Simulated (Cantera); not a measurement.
What does this Cantera script print?

```python
import numpy as np
import cantera as ct

gas = ct.Solution("gri30.yaml")


def delay(T, t_max=10):
    gas.TPX = T, 1400000, {'CO': 1, 'H2': 0.46, 'O2': 1.62, 'N2': 6.1}
    reactor = ct.IdealGasConstPressureReactor(gas, clone=False)
    net = ct.ReactorNet([reactor])
    net.rtol, net.atol = 1e-8, 1e-16
    while net.time < t_max:
        t_old, T_old = net.time, reactor.T
        net.step()
        if reactor.T > T + 400:  # ignition: a rise of 400 K
            return t_old + (T + 400 - T_old) / (reactor.T - T_old) * (net.time - t_old)
    return np.nan


taus = []
for T in [1250, 1350, 1450, 1550, 1650, 1750]:
    taus.append(delay(T))
    print(f"T0 = {T:6g} K   tau = {taus[-1]:.4e} s")
```

It prints:

```
T0 =   1250 K   tau = 2.3850e-05 s
T0 =   1350 K   tau = 6.0836e-06 s
T0 =   1450 K   tau = 3.3276e-06 s
T0 =   1550 K   tau = 2.3839e-06 s
T0 =   1650 K   tau = 1.9483e-06 s
T0 =   1750 K   tau = 1.7212e-06 s
```

Detailed kinetics in Cantera: GRI-Mech 3.0 (53 species, 325 reactions). The hydrogen kinetics of GRI-Mech 3.0 are dated; newer H2 mechanisms differ, most at raised pressure. The pressure lies above the range GRI-Mech 3.0 was tuned for (to about 10 atm). Where the delays flatten at high temperature, the 400 K rule measures the pace of heat release, not the induction time.
